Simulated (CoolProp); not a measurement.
A closed Brayton cycle with dry air: compressor inlet 305.15 K and 6.6 MPa, high pressure 15.2 MPa, turbine inlet 710 K, compressor efficiency 0.8, turbine efficiency 0.9, recuperator effectiveness 0.8 (on enthalpy, no pinch check). Each further row changes one setting.

Computed with CoolProp (reference Helmholtz-energy equation of state, Lemmon 2000). It is a pseudo-pure fit of the blend.

| case | thermal efficiency (%) | net work (kJ/kg) | compressor to turbine work | compressor exit (K) | turbine exit (K) |
|---|---|---|---|---|---|
| as stated | 20.1 | 37.1 | 0.74 | 408.5 | 580.1 |
| turbine inlet 660 K | 16.3 | 27.0 | 0.80 | 408.5 | 537.9 |
| compressor inlet 315.15 K | 18.4 | 33.3 | 0.77 | 421.8 | 580.1 |
| high pressure 12.9 MPa | 20.5 | 34.5 | 0.70 | 386.2 | 603.7 |
| recuperator effectiveness 0.5 | 15.5 | 37.1 | 0.74 | 408.5 | 580.1 |
